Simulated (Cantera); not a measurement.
Feed: 1 mol Si₃N₄, 0.23 mol O₂, a varied amount of H₂, held at 2100 Pa.

Equilibrium computed with Cantera from the NASA thermochemical tables; the gas is ideal and each condensed phase is pure. Candidate condensed phases: H₂O, Si, SiO₂, Si₂N₂O, Si₃N₄; 35 gas species. Mutual solubility and eutectic melting of coexisting phases are not modelled. Equilibrium is a limit: real reactors are often held back by kinetics, nucleation or transport.

Problem. What condenses at these points (T in °C, n(H₂) in mol): (900, 16); (1000, 8.4); (1000, 29); (1500, 100); (1400, 54); (1200, 16); (1350, 16)?

Solution. 
| T (°C) | n(H₂) in mol | condensed phases | Si condensed (%) |
|---|---|---|---|
| 900 | 16 | Si₂N₂O + Si₃N₄ | 100.0 |
| 1000 | 8.4 | Si₂N₂O + Si₃N₄ | 100.0 |
| 1000 | 29 | Si₂N₂O + Si₃N₄ | 100.0 |
| 1500 | 100 | Si | 84.2 |
| 1400 | 54 | Si + Si₂N₂O | 94.8 |
| 1200 | 16 | Si₂N₂O + Si₃N₄ | 100.0 |
| 1350 | 16 | Si + Si₂N₂O + Si₃N₄ | 99.6 |
